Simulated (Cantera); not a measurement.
Cantera run, input and output.

```python
import numpy as np
import cantera as ct

gas = ct.Solution("gri30.yaml")
gas.TPX = 500, 16000, {'C2H6': 1, 'O2': 2.69, 'N2': 10.1, 'H2O': 2}
flame = ct.FreeFlame(gas, width=0.14)
flame.set_refine_criteria(ratio=3, slope=0.08, curve=0.16)
flame.transport_model = "mixture-averaged"
flame.solve(loglevel=0, auto=True)
z, T = flame.grid, flame.T
thick = (T[-1] - T[0]) / np.gradient(T, z).max()
show = ['C2H6', 'O2', 'H2O', 'H', 'C2H', 'NO']
print(f"laminar burning velocity  {flame.velocity[0] * 100:.3f} cm/s")
print(f"burnt temperature         {T[-1]:.1f} K")
print(f"thermal thickness         {thick * 1e3:.4f} mm")
print(f"grid points               {len(z)}")
z0 = z[flame.heat_release_rate.argmax()]
print(f"{'z/mm':>9s}{'T/K':>9s}{'u/(m/s)':>9s}" + "".join(f"{s:>11s}" for s in show))
rows = []
for k in (-3, -2, -1.5, -1, -0.5, -0.25, 0, 0.25, 0.5, 1, 2, 4, 8):
    zz = z0 + k * thick
    rows.append([k * thick, np.interp(zz, z, T), np.interp(zz, z, flame.velocity),
                 *(np.interp(zz, z, flame.X[gas.species_index(s)]) for s in show)])
    print(f"{rows[-1][0] * 1e3:9.3f}{rows[-1][1]:9.1f}{rows[-1][2]:9.3f}" + "".join(f"{x:11.3e}" for x in rows[-1][3:]))
```

Output:

```
laminar burning velocity  82.243 cm/s
burnt temperature         2013.2 K
thermal thickness         2.1877 mm
grid points               144
     z/mm      T/K  u/(m/s)       C2H6         O2        H2O          H        C2H         NO
   -6.563    500.2    0.825  6.318e-02  1.699e-01  1.263e-01  1.851e-14  3.744e-27  1.929e-10
   -4.375    503.0    0.833  6.288e-02  1.689e-01  1.261e-01  5.186e-11  6.085e-23  3.331e-09
   -3.282    512.0    0.852  6.245e-02  1.674e-01  1.264e-01  2.629e-09  5.858e-21  1.467e-08
   -2.188    583.5    0.984  6.024e-02  1.604e-01  1.318e-01  5.351e-07  2.095e-16  1.523e-07
   -1.094    975.8    1.700  4.212e-02  1.244e-01  1.625e-01  5.315e-05  1.070e-10  1.864e-06
   -0.547   1338.2    2.393  1.804e-02  8.586e-02  1.916e-01  6.177e-04  2.834e-08  4.320e-06
    0.000   1661.6    3.031  1.324e-03  4.357e-02  2.203e-01  3.950e-03  1.300e-06  8.582e-06
    0.547   1814.4    3.319  7.867e-06  1.799e-02  2.355e-01  8.558e-03  2.219e-06  1.533e-05
    1.094   1857.6    3.388  1.560e-08  7.920e-03  2.397e-01  1.134e-02  5.568e-07  2.144e-05
    2.188   1878.0    3.407  9.533e-13  3.334e-03  2.382e-01  1.280e-02  1.161e-08  2.751e-05
    4.375   1892.9    3.423  2.023e-18  2.422e-03  2.362e-01  1.244e-02  1.557e-11  3.083e-05
    8.751   1911.4    3.451  9.357e-23  2.009e-03  2.372e-01  1.117e-02  2.231e-15  3.226e-05
   17.501   1936.7    3.490  1.663e-27  1.508e-03  2.395e-01  9.277e-03  4.241e-20  3.359e-05
```

Computed with Cantera and GRI-Mech 3.0 (53 species, 325 reactions). Burning velocities carry a grid error of a few per cent, more on coarse grids.
